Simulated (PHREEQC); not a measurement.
**Metal-bearing waste water (model solution)**

Dissolve 0.25 mol/kgw FeCl3, 0.018 mol/kgw CaCl2 and 0.0087 mol/kgw NaHCO3 at 25 °C. Closed to the air; pH follows from the charge balance.

The numbers come from PHREEQC with the ion-association model, phreeqc.dat.

Each row changes one thing in this solution. Precipitation was switched off in this run.

```tsv
case	pH	ionic strength (mol/kgw)	Cl- (mol/kgw)	FeCl+2 (mol/kgw)	FeCl2+ (mol/kgw)	Fe+3 (mol/kgw)	SI of Fe(OH)3(a) (Fe(OH)3)	SI of Goethite (FeOOH)
as made	2.01	0.836	0.533	0.138	0.0560	0.0339	-1.48	+4.41
FeCl3 from 0.25 to 0.275 mol/kgw	2.02	0.893	0.574	0.153	0.0653	0.0350	-1.44	+4.46
CaCl2 from 0.018 to 0.18 mol/kgw	2.29	1.23	0.820	0.136	0.0747	0.0224	-0.89	+5.01
FeCl3 from 0.25 to 0.375 mol/kgw	2.08	1.11	0.733	0.209	0.106	0.0382	-1.25	+4.65
FeCl3 from 0.25 to 0.05 mol/kgw	2.13	0.277	0.162	0.0174	0.00322	0.0120	-1.38	+4.51
NaHCO3 replaced by K2CO3 at the same molality	2.09	0.850	0.539	0.135	0.0549	0.0327	-1.25	+4.64
diluted 10-fold with water	2.13	0.127	0.0710	0.00628	0.000676	0.00850	-1.36	+4.53
```

The ionic strength passes 0.7 mol/kgw, the rough limit of the ion-association models, in as made; FeCl3 from 0.25 to 0.275 mol/kgw; CaCl2 from 0.018 to 0.18 mol/kgw; FeCl3 from 0.25 to 0.375 mol/kgw; NaHCO3 replaced by K2CO3 at the same molality. Species that the database lacks are ignored. Some of these states are supersaturated (in Hematite (slow to form), Goethite (slow to form), for instance).
